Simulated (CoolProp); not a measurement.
Tetradecamethylhexasiloxane (MD4M) at several states: density (kg/m³) from the reference equation and from simpler models built on Tc = 380.0 °C, pc = 0.8286 MPa, ω = 0.800; each cubic takes its own stable root.

The numbers come from the reference Helmholtz-energy equation of state, Thol 2019 in CoolProp.

| T (°C) | p (MPa) | phase | reference | Soave-Redlich-Kwong | Peng-Robinson |
|---|---|---|---|---|---|
| 338.25 | 0.0421 | gas | 3.906 | … | … |
| -21.35 | 0.111 | liquid | … | 758.4 | 847.7 |
| 239.95 | 0.786 | liquid | … | … | … |

Question: Some entries are withheld; supply them.

Answer: 
- 338.25, Soave-Redlich-Kwong: 3.891
- 338.25, Peng-Robinson: 3.900
- -21.35, reference: 931.7
- 239.95, reference: 668.2
- 239.95, Soave-Redlich-Kwong: 601.1
- 239.95, Peng-Robinson: 678.3
